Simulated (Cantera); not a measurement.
## Dilute partial oxidation

An isothermal, constant-pressure homogeneous reactor starts with 2.43 % CH₂O, 0.331 % O₂, 97.2 % N₂, equivalence ratio 7.4, at 1323 K and 5.00 bar.

Cantera simulation using GRI-Mech 3.0 (53 species, 325 reactions); the numbers are that mechanism's predictions, not measurements.

```csv
t (s),x CH₂O,x O₂,x NO,x CH₂CO,x H₂
0.00100,4.68e-9,5.76e-7,2.91e-8,1.15e-9,0.0181
0.00222,2.35e-9,2.62e-8,2.67e-8,1.13e-9,0.0183
0.00492,1.52e-9,2.17e-9,2.09e-8,8.67e-10,0.0185
0.0109,1.20e-9,2.56e-10,1.46e-8,5.22e-10,0.0186
0.0242,1.07e-9,3.73e-11,9.72e-9,2.64e-10,0.0186
0.0538,1.01e-9,6.09e-12,6.37e-9,1.22e-10,0.0187
0.119,9.93e-10,1.05e-12,4.16e-9,5.51e-11,0.0187
0.265,9.83e-10,<1e-12,2.70e-9,2.47e-11,0.0188
0.587,9.79e-10,<1e-12,1.70e-9,1.17e-11,0.0188
1.30,9.77e-10,<1e-12,9.53e-10,6.95e-12,0.0189
2.89,9.78e-10,<1e-12,3.54e-10,5.94e-12,0.0190
6.41,9.79e-10,<1e-12,4.29e-11,5.81e-12,0.0191
14.2,9.80e-10,<1e-12,<1e-12,5.68e-12,0.0194
31.6,9.81e-10,<1e-12,<1e-12,5.55e-12,0.0196
70.0,9.82e-10,<1e-12,<1e-12,5.48e-12,0.0197
```
x: mole fraction; the columns are a selection and need not sum to one.

Equilibrium at this temperature and pressure: CH₂O 9.81e-10, O₂ <1e-12, NO 1.34e-11, CH₂CO <1e-12, H₂ 0.0197 (gas phase only).
